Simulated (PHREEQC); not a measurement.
A PHREEQC input (ion-association model, phreeqc.dat):

```
SOLUTION 1
  temp 25
  units mg/L
  pH 6.65
  pe 11.6
  Na 1970
  K 117
  Ca 8.97
  Mg 243
  Cl 3670
  S(6) 180 as SO4
  Alkalinity 141
  Pb 34
END
USE solution 1
EQUILIBRIUM_PHASES 1
  Quartz 0 0.5
  CO2(g) -2 10
END
```

The run finishes without an error or a warning.

Its last state differs from that of the intended input:

```json
[
 {"quantity": "pH", "as run": "7.09", "intended": "7.01"},
 {"quantity": "HCO3- (mol/kgw)", "as run": "0.00241", "intended": "0.00197"},
 {"quantity": "MgHCO3+ (mol/kgw)", "as run": "0.000108", "intended": "8.80e-5"},
 {"quantity": "NaHCO3 (mol/kgw)", "as run": "6.82e-5", "intended": "5.57e-5"},
 {"quantity": "PbCl+ (mol/kgw)", "as run": "2.36e-5", "intended": "3.08e-5"},
 {"quantity": "Pb+2 (mol/kgw)", "as run": "1.65e-5", "intended": "2.15e-5"},
 {"quantity": "SI of Quartz (SiO2)", "as run": "+0.00", "intended": "-0.00"},
 {"quantity": "SI of Anglesite (PbSO4)", "as run": "-0.79", "intended": "-0.67"}
]
```

Question: One thing in the input isn't as intended. What explains the difference?

Answer: Several could match; the one computed here: The fault: 'as HCO3' left off the alkalinity, which is then read as CaCO3.
